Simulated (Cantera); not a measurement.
What does this Cantera script print?

```python
import numpy as np
import cantera as ct

surf = ct.Interface("ptcombust.yaml", "Pt_surf")
gas = surf.adjacent["gas"]
gas.TPX = 1175, 500000, {'CH4': 0.0028, 'O2': 0.19, 'N2': 0.79, 'H2O': 0.09}
surf.TP = 1175, 500000
reactor = ct.FlowReactor(gas, clone=False)
reactor.area = 0.0001  # m2
reactor.surface_area_to_volume_ratio = 130  # 1/m
reactor.mass_flow_rate = 3.9 * reactor.area * gas.density  # inlet velocity 3.9 m/s
reactor.energy_enabled = False
wall = ct.ReactorSurface(surf, reactor, clone=False)
net = ct.ReactorNet([reactor])
net.rtol, net.atol = 1e-8, 1e-16
show, cover = ['CH4', 'O2', 'H2O', 'CO2', 'CO'], ['PT(S)', 'H(S)', 'O(S)', 'OH(S)', 'CO(S)', 'C(S)']

rows = []
print(f"{'z/m':>9s}{'u/(m/s)':>9s}" + "".join(f"{s:>13s}" for s in show + cover))
for z in [0.0001, 0.0002, 0.00039, 0.00075, 0.0015, 0.0028, 0.0054, 0.01]:
    net.advance(z)
    rows.append([reactor.speed, *gas[show].X, *surf[cover].coverages])
    print(f"{z:9.4g}{rows[-1][0]:9.3g}" + "".join(f"{x:13.4e}" for x in rows[-1][1:]))
```

It prints:

```
      z/m  u/(m/s)          CH4           O2          H2O          CO2           CO        PT(S)         H(S)         O(S)        OH(S)        CO(S)         C(S)
   0.0001      3.9   2.6086e-03   1.7710e-01   8.3895e-02   9.4151e-07   1.4858e-07   2.4685e-01   5.3959e-06   7.4569e-01   7.3937e-03   3.3456e-06   5.1251e-08
   0.0002      3.9   2.6071e-03   1.7710e-01   8.3897e-02   1.8928e-06   2.8735e-07   2.4685e-01   5.3960e-06   7.4569e-01   7.3938e-03   3.3785e-06   5.1222e-08
  0.00039      3.9   2.6042e-03   1.7710e-01   8.3902e-02   3.7252e-06   5.2727e-07   2.4686e-01   5.3963e-06   7.4569e-01   7.3940e-03   3.4350e-06   5.1166e-08
  0.00075      3.9   2.5982e-03   1.7709e-01   8.3911e-02   7.2753e-06   9.1404e-07   2.4686e-01   5.3967e-06   7.4568e-01   7.3944e-03   3.5245e-06   5.1051e-08
   0.0015      3.9   2.5842e-03   1.7707e-01   8.3932e-02   1.4935e-05   1.5491e-06   2.4687e-01   5.3976e-06   7.4567e-01   7.3954e-03   3.6661e-06   5.0780e-08
   0.0028      3.9   2.5555e-03   1.7703e-01   8.3972e-02   2.8874e-05   2.5141e-06   2.4688e-01   5.3994e-06   7.4566e-01   7.3973e-03   3.8720e-06   5.0223e-08
   0.0054      3.9   2.4821e-03   1.7693e-01   8.4070e-02   5.9790e-05   5.6689e-06   2.4692e-01   5.4040e-06   7.4561e-01   7.4020e-03   4.5713e-06   4.8802e-08
     0.01      3.9   2.2649e-03   1.7663e-01   8.4376e-02   1.4714e-04   2.8770e-05   2.4713e-01   5.4215e-06   7.4538e-01   7.4174e-03   1.0107e-05   4.4633e-08
```

Cantera simulation using Deutschmann's 1995 Pt surface mechanism with GRI-Mech 3.0 gas chemistry; the numbers are that mechanism's predictions, not measurements. Catalytic surfaces can have several steady states; this one follows from the mechanism file's or the stated starting coverage. Mass transfer to the wall is taken as infinitely fast.
